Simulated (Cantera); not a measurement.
Feed: 1 mol Al2O3, 150 mol H2, 5.4 mol N2, at 798.15 K and 28.0 Pa.

Method: chemical equilibrium by Gibbs-energy minimisation in Cantera with the NASA 1993 tables (ideal gas, pure condensed phases). Candidate condensed phases: Al, AlN, Al2O3, H2O; 35 gas species. Equilibrium is a limit: real reactors are often held back by kinetics, nucleation or transport.

Base state: H2 0.965, N2 0.0347 (mole fractions); condensed: Al2O3(s).

Question: What changes in the equilibrium state with this change: Al2O3 replaced by FeS2?

Answer: 
```csv
species,before,after
H2,0.965,0.959
N2,0.0347,0.0347
H2S,0,0.00643
"Al2O3(s), mol",1.00,0
"FeS(s), mol",0,1.00
```
FeS: taken at fixed stoichiometry. Further candidate phases: Fe, FeS, FeS2, S.

Question: What changes in the equilibrium state with this change: temperature from 798.15 K to 1723 K?

Answer: 
```csv
species,before,after
H2,0.965,0.955
N2,0.0347,0.0346
H,<1e-9,0.0106
Al,<1e-9,6.71e-5
H2O,<1e-9,0.000110
"Al2O3(s), mol",1.00,0.994
```

Question: What changes in the equilibrium state with this change: temperature from 798.15 K to 1823.15 K?

Answer: 
| species | before | after |
|---|---|---|
| H2 | 0.965 | 0.940 |
| N2 | 0.0347 | 0.0343 |
| H | <1e-9 | 0.0251 |
| Al | <1e-9 | 0.000215 |
| H2O | <1e-9 | 0.000358 |
| Al2O | <1e-9 | 1.47e-5 |
| Al2O3(s), mol | 1.00 | 0.980 |
